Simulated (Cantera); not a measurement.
A closed system holds: 1 mol MgO, 0.04 mol H₂O, held at 10000 Pa.

Cantera equilibrium calculation (NASA polynomials, part measured and part estimated; ideal gas, pure solids and liquids). Candidate condensed phases: H₂O, Mg, MgO, Mg(OH)₂; 15 gas species. Kinetics and transport are ignored. All values below are at 850 °C.

Base state: H₂O 1.000 (mole fractions); condensed: MgO(s).

**Question.** What changes in the equilibrium state with this change: MgO replaced by PbO?

**Answer.** 
| species | before | after |
|---|---|---|
| H₂O | 1.000 | 1.000 |
| PbO | 0 | 0.000114 |
| Pb | 0 | 1.86e-5 |
| O₂ | 2.31e-6 | 1.03e-5 |
| MgO(s), mol | 1.00 | 0 |
| PbO(yellow), mol | 0 | 1.000 |
Further candidate phases: Pb, PbO, PbO₂, Pb₃O₄.
